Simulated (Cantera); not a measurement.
Input: 1 mol SiH2Cl2, 33 mol H2, at 930 Pa.

Method: chemical equilibrium by Gibbs-energy minimisation in Cantera with the NASA 1993 tables (ideal gas, pure condensed phases). Candidate condensed phases: Si; 19 gas species. The tables' values for SiCl3 are old estimates; treat these amounts as uncertain. Equilibrium is a limit: real reactors are often held back by kinetics, nucleation or transport. All values below are at 1250 K.

Base state: H2 0.950, HCl 0.0442, SiCl2 0.00518, SiCl3 0.000395, SiCl4 0.000216, SiHCl3 0.000165, SiH2Cl2 1.71e-5 (mole fractions); condensed: Si(s).

Question: What changes in the equilibrium state with this change: H2 from 33 to 17 mol?

Answer: 
```tsv
species	before	after
H2	0.950	0.916
HCl	0.0442	0.0682
SiCl2	0.00518	0.0128
SiCl4	0.000216	0.00131
SiCl3	0.000395	0.00153
SiHCl3	0.000165	0.000627
SiH2Cl2	1.71e-5	4.07e-5
Si(s), mol	0.791	0.691
```
